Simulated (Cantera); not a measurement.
Moist CO burnout

A perfectly stirred reactor is fed with 1.68 % CO, 3.82 % O₂, 1.40 % H₂O, 93.1 % N₂, equivalence ratio 0.22, at 0.960 bar; it is held at 1050 K, and followed from long to short residence time.

Detailed kinetics in Cantera: GRI-Mech 3.0 (53 species, 325 reactions).

```tsv
τ (s)	x CO	x O₂	x H₂O	x H₂O₂	x O	x NO₂	x H
0.61	0.00200	0.0310	0.0141	4.52e-7	6.49e-6	2.09e-9	5.92e-7
0.38	0.00266	0.0313	0.0140	5.40e-7	8.88e-6	1.40e-9	8.92e-7
0.24	0.00347	0.0317	0.0140	6.17e-7	1.19e-5	9.50e-10	1.31e-6
0.15	0.00451	0.0322	0.0140	6.81e-7	1.58e-5	6.50e-10	1.88e-6
0.092	0.00581	0.0329	0.0140	7.29e-7	2.08e-5	4.48e-10	2.67e-6
0.057	0.00729	0.0336	0.0140	7.59e-7	2.64e-5	3.18e-10	3.62e-6
0.036	0.00886	0.0343	0.0140	7.73e-7	3.22e-5	2.29e-10	4.64e-6
0.022	0.0106	0.0352	0.0139	7.78e-7	3.82e-5	1.59e-10	5.70e-6
0.014	0.0122	0.0360	0.0139	7.74e-7	4.27e-5	1.10e-10	6.47e-6
0.0086	0.0137	0.0367	0.0139	7.65e-7	4.53e-5	6.96e-11	6.86e-6
```
x: mole fraction; the columns are a selection and need not sum to one.
